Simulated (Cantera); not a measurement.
A closed system holds: 1 mol FeS, 0.44 mol H2S, 30 mol N2, at 578 Torr.

Method: chemical equilibrium by Gibbs-energy minimisation in Cantera with the NASA 1993 tables (ideal gas, pure condensed phases). Candidate condensed phases: Fe, FeS, FeS2, S; 16 gas species. FeS: taken at fixed stoichiometry. Gases not in the tables: S3 to S7. Kinetics and transport are ignored.

x: gas mole fraction; n: condensed amount in mol.

| T (°C) | x N2 | x H2S | x H2 | x S2 | x SH | x S | n FeS(s) |
|---|---|---|---|---|---|---|---|
| 575 | 0.985 | 0.0136 | 0.000819 | 0.000409 | 9.49e-8 | 1.52e-12 | 1.00 |
| 625 | 0.985 | 0.0132 | ? | ? | ? | ? | 1.00 |
| 675 | 0.985 | 0.0125 | 0.00189 | 0.000946 | 6.70e-7 | 5.84e-11 | 1.00 |
| 725 | 0.984 | 0.0118 | 0.00265 | 0.00133 | 1.51e-6 | 2.73e-10 | 1.00 |
| 775 | 0.984 | 0.0109 | 0.00355 | 0.00178 | 3.11e-6 | 1.09e-9 | 1.00 |
| 825 | 0.983 | ? | ? | ? | ? | ? | 1.00 |
| 875 | 0.983 | 0.00879 | 0.00562 | 0.00281 | 1.03e-5 | 1.19e-8 | 1.00 |
| 925 | 0.982 | 0.00770 | 0.00670 | 0.00335 | 1.71e-5 | 3.35e-8 | 1.00 |
| 975 | 0.982 | 0.00664 | 0.00774 | 0.00386 | 2.66e-5 | 8.61e-8 | 1.00 |
| 1025 | 0.981 | 0.00566 | 0.00871 | 0.00434 | 3.94e-5 | 2.04e-7 | 1.00 |

**Question.** Complete the blanks.

**Answer.** 
- 625, x H2: 0.00128
- 625, x S2: 0.000641
- 625, x SH: 2.68e-7
- 625, x S: 1.05e-11
- 825, x H2S: 0.00986
- 825, x H2: 0.00456
- 825, x S2: 0.00228
- 825, x SH: 5.88e-6
- 825, x S: 3.83e-9
